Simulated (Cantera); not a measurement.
Cantera run, input and output.

```python
import numpy as np
import cantera as ct

gas = ct.Solution("gri30.yaml")
gas.TPX = 1475, 500000, {'CH4': 1, 'O2': 2.25, 'N2': 8.45}
reactor = ct.IdealGasConstPressureReactor(gas, energy="on", clone=False)
net = ct.ReactorNet([reactor])
net.rtol, net.atol = 1e-08, 1e-16
show = ['CH4', 'O2', 'C2H', 'CH2O', 'CO', 'NO2']
times = np.geomspace(5e-06, 1, 12)

steps = ct.SolutionArray(gas, extra=["t"])
rows = []
print(f"{'t/s':>10s}{'T/K':>9s}{'P/Pa':>11s}" + "".join(f"{s:>11s}" for s in show))
for t in times:
    while net.time < t:
        t_next = net.step()
        steps.append(gas.state, t=t_next)
    rows.append([np.interp(t, steps.t, y) for y in (steps.T, steps.P, *steps(*show).X.T)])
    print(f"{t:10.3e}{rows[-1][0]:9.1f}{rows[-1][1]:11.4g}" + "".join(f"{x:11.3e}" for x in rows[-1][2:]))
rate = np.gradient(steps.T, steps.t)
print("integrator steps:", len(steps.t))
if steps.T.max() > steps.T[0] + 200:
    print(f"time of steepest temperature rise: {steps.t[rate.argmax()]:.4e} s")
gas.TPX = 1475, 500000, {'CH4': 1, 'O2': 2.25, 'N2': 8.45}
gas.equilibrate("HP")
print(f"equilibrium (HP): T = {gas.T:.1f} K  " + "  ".join(f"{s} {gas[s].X[0]:.3e}" for s in show))
```

Output:

```
       t/s      T/K       P/Pa        CH4         O2        C2H       CH2O         CO        NO2
 5.000e-06   1475.0      5e+05  8.547e-02  1.923e-01  4.260e-24  1.444e-07  2.813e-10  1.096e-19
 1.517e-05   1475.0      5e+05  8.546e-02  1.923e-01  2.162e-21  1.762e-06  1.059e-08  5.300e-18
 4.600e-05   1475.0      5e+05  8.539e-02  1.923e-01  2.539e-18  2.783e-05  6.978e-07  3.301e-16
 1.395e-04   1477.7      5e+05  8.464e-02  1.918e-01  2.506e-15  3.246e-04  5.081e-05  2.546e-14
 4.233e-04   2672.9      5e+05  2.422e-15  3.524e-02  9.826e-20  6.085e-10  3.129e-02  1.208e-07
 1.284e-03   2792.9      5e+05  2.467e-15  2.687e-02  9.889e-20  4.167e-10  2.399e-02  5.572e-06
 3.894e-03   2790.2      5e+05  2.517e-15  2.612e-02  9.813e-20  4.192e-10  2.403e-02  6.457e-06
 1.181e-02   2790.2      5e+05  2.517e-15  2.611e-02  9.813e-20  4.192e-10  2.403e-02  6.459e-06
 3.583e-02   2790.2      5e+05  2.517e-15  2.611e-02  9.813e-20  4.192e-10  2.403e-02  6.459e-06
 1.087e-01   2790.2      5e+05  2.517e-15  2.611e-02  9.813e-20  4.192e-10  2.403e-02  6.459e-06
 3.297e-01   2790.2      5e+05  2.517e-15  2.611e-02  9.813e-20  4.192e-10  2.403e-02  6.459e-06
 1.000e+00   2790.2      5e+05  2.517e-15  2.611e-02  9.813e-20  4.192e-10  2.403e-02  6.459e-06
integrator steps: 2088
time of steepest temperature rise: 4.1230e-04 s
equilibrium (HP): T = 2790.2 K  CH4 3.310e-15  O2 2.611e-02  C2H 1.051e-19  CH2O 4.192e-10  CO 2.403e-02  NO2 6.459e-06
```

Computed with Cantera and GRI-Mech 3.0 (53 species, 325 reactions).
